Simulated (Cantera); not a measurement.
## Ni + H2S + H2 (metals in furnace atmospheres)

Input: 1 mol Ni, 0.11 mol H2S, 4.9 mol H2, at 1 atm.

Cantera equilibrium calculation (NASA polynomials, part measured and part estimated; ideal gas, pure solids and liquids). Candidate condensed phases: Ni, NiS, NiS2, Ni3S2, Ni3S4, S; 9 gas species. Metal and sulfide melt together well below either melting point, which pure phases cannot show. Mutual solubility and eutectic melting of coexisting phases are not modelled. Equilibrium is a limit: real reactors are often held back by kinetics, nucleation or transport.

```tsv
T (K)	x H2	x H2S	x SH	x H	x S2	x S	x Ni	x NiS	n Ni(s)	n Ni3S2(s)	n Ni3S2(l)
625	1.000	1.91e-5	<1e-12	<1e-12	<1e-12	<1e-12	<1e-12	<1e-12	0.835	0.0550	0
725	1.000	0.000174	<1e-12	<1e-12	<1e-12	<1e-12	<1e-12	<1e-12	0.836	0.0546	0
825	0.999	0.000901	8.19e-11	7.88e-12	<1e-12	<1e-12	<1e-12	<1e-12	0.842	0.0527	0
925	0.998	0.00206	2.49e-9	2.58e-10	3.95e-11	<1e-12	<1e-12	<1e-12	0.850	0.0498	0
1025	0.996	0.00378	3.68e-8	4.32e-9	1.30e-9	<1e-12	<1e-12	<1e-12	0.863	0.0455	0
1125	0.994	0.00566	3.07e-7	4.40e-8	1.92e-8	1.71e-11	<1e-12	<1e-12	0.878	0	0.0408
1225	0.993	0.00747	1.71e-6	3.08e-7	1.63e-7	3.29e-10	2.54e-11	2.67e-11	0.891	0	0.0363
1325	0.991	0.00926	7.19e-6	1.62e-6	9.59e-7	3.98e-9	5.83e-10	5.30e-10	0.905	0	0.0318
1425	0.989	0.0110	2.43e-5	6.74e-6	4.27e-6	3.34e-8	8.59e-9	6.76e-9	0.918	0	0.0275
```
x: gas mole fraction; n: condensed amount in mol.

From 625 K to 1025 K the condensed part is Ni(s) + Ni3S2(s). From 1125 K to 1425 K the condensed part is Ni(s) + Ni3S2(l).
